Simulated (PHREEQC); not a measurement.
PHREEQC input (ion-association model, wateq4f.dat):

```
SOLUTION_MASTER_SPECIES
  An  An-  0  An  62.0  # stands for a non-complexing anion
SOLUTION_SPECIES
  An- = An-
    -log_k 0
    -gamma 3.0 0
PHASES
  Fix_H+
    H+ = H+
    -log_k 0
SOLUTION 1
  temp 25
  units mmol/kgw
  pH 7 charge
  Cl 0.00028
  Mn(2) 0.00014
  Na 300
  An 300
END
SELECTED_OUTPUT 1
  -reset false
  -pH true
  -pe true
  -ionic_strength true
  -water true
  -totals Cl Mn Na Mn(2) Mn(3) Mn(6) Mn(7)
  -molalities Hfo_wOH Hfo_wOH2+ Hfo_wO- Hfo_sOH Hfo_sOH2+ Hfo_sO- Hfo_sOMn+ Hfo_wOMn+
  -saturation_indices Pyrochroite Halite
USER_PUNCH 1
  -headings sigma psi
  10 PUNCH EDL("sigma", "Hfo"), EDL("psi", "Hfo")
PRINT
  -reset false
USE solution 1
SURFACE 1
  Hfo_wOH 5.61798e-05 600 0.025
  Hfo_sOH 1.40449e-06
EQUILIBRIUM_PHASES 1
  Fix_H+ -4 HAn 10
    -force_equality true
END
# ... the last block is repeated for the other 12 points of pH, with NaOH or the acid as the point needs
```

Selected output (columns that matter, 13 of 13 rows; pH added in front):

```
pH	mu	Mn	Na	m_Hfo_wOH	m_Hfo_wOH2+	m_Hfo_wO-	m_Hfo_sOH	m_Hfo_sOH2+	m_Hfo_sO-	m_Hfo_sOMn+	si_Pyrochroite	si_Halite	sigma	psi
4	0.30016	1.4e-07	0.3	3.2534e-06	5.2922e-05	4.5819e-09	8.1335e-08	1.323e-06	1.1455e-10	1.0972e-13	-14.6	-8.9646	0.34892	0.12297
4.5	0.30007	1.4e-07	0.3	7.8445e-06	4.8306e-05	2.9183e-08	1.9611e-07	1.2076e-06	7.2957e-10	1.0016e-12	-13.6	-8.9646	0.31832	0.11835
5	0.30003	1.3999e-07	0.3	1.5127e-05	4.0924e-05	1.281e-07	3.7818e-07	1.0231e-06	3.2025e-09	8.4853e-12	-12.6	-8.9646	0.269	0.1099
5.5	0.30002	1.3993e-07	0.3	2.3491e-05	3.2297e-05	3.9143e-07	5.8726e-07	8.0738e-07	9.7853e-09	6.6934e-11	-11.6	-8.9646	0.21038	0.097711
6	0.30001	1.3948e-07	0.3	3.1012e-05	2.426e-05	9.0818e-07	7.7502e-07	6.0627e-07	2.2696e-08	5.0101e-10	-10.602	-8.9646	0.15398	0.08262
6.5	0.30001	1.3631e-07	0.3	3.6685e-05	1.7759e-05	1.7361e-06	9.1479e-07	4.4284e-07	4.3291e-08	3.5762e-09	-9.6117	-8.9646	0.10567	0.065372
7	0.30001	1.1721e-07	0.3	4.0368e-05	1.2922e-05	2.8889e-06	9.9334e-07	3.1798e-07	7.1088e-08	2.2079e-08	-8.6773	-8.9646	0.066278	0.04642
7.5	0.3	5.9171e-08	0.3	4.2374e-05	9.4512e-06	4.3522e-06	1.0004e-06	2.2314e-07	1.0275e-07	7.8198e-08	-7.9743	-8.9646	0.034096	0.026124
8	0.3	1.3082e-08	0.3	4.3103e-05	6.9419e-06	6.131e-06	9.8354e-07	1.584e-07	1.399e-07	1.2265e-07	-7.63	-8.9646	0.0061518	0.0049116
8.5	0.30001	1.9867e-09	0.30001	4.2798e-05	5.0223e-06	8.3549e-06	9.6845e-07	1.1365e-07	1.8906e-07	1.3333e-07	-7.4495	-8.9646	-0.021035	-0.016533
9	0.30002	2.9462e-10	0.30002	4.1374e-05	3.4568e-06	1.1344e-05	9.3503e-07	7.8121e-08	2.5638e-07	1.3496e-07	-7.2815	-8.9645	-0.050988	-0.037383
9.5	0.30005	4.7787e-11	0.30006	3.8464e-05	2.1828e-06	1.5528e-05	8.6911e-07	4.932e-08	3.5086e-07	1.352e-07	-7.081	-8.9645	-0.086888	-0.057023
10	0.30016	9.1388e-12	0.30017	3.367e-05	1.2201e-06	2.1285e-05	7.6076e-07	2.7568e-08	4.8093e-07	1.3524e-07	-6.8282	-8.9644	-0.13109	-0.075079
```
